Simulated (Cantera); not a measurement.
An isothermal, constant-pressure homogeneous reactor starts with H₂ : O₂ : N₂ = 0.12 : 1 : 0.54 (molar parts), equivalence ratio 0.060, at 1298 K and 0.00390 bar. Integrator tolerance rtol = 1e-08.

Model: GRI-Mech 3.0 (53 species, 325 reactions), integrated in Cantera. Radical loss at walls, strong at low pressure, is not modelled. The temperature is held fixed by assumption; the heat of reaction is taken as removed at once.

Problem. What does this change do: H2 0.12 to 0.067 parts?

Solution. 
```csv
quantity,before,after
x(H₂) at 2.00 s,0.000210 (gas-phase equilibrium 1.32e-7),0.000171 (gas-phase equilibrium 7.33e-8)
x(O₂) at 2.00 s,0.584 (gas-phase equilibrium 0.587),0.609 (gas-phase equilibrium 0.614)
x(HO₂) at 2.00 s,3.71e-7 (gas-phase equilibrium 1.72e-8),3.08e-7 (gas-phase equilibrium 1.34e-8)
x(H) at 2.00 s,0.000401 (gas-phase equilibrium 6.28e-9),0.000538 (gas-phase equilibrium 4.68e-9)
x(H₂O) at 2.00 s,0.0735 (gas-phase equilibrium 0.0750),0.0411 (gas-phase equilibrium 0.0426)
x(OH) at 2.00 s,0.00183 (gas-phase equilibrium 4.61e-5),0.00169 (gas-phase equilibrium 3.51e-5)
```
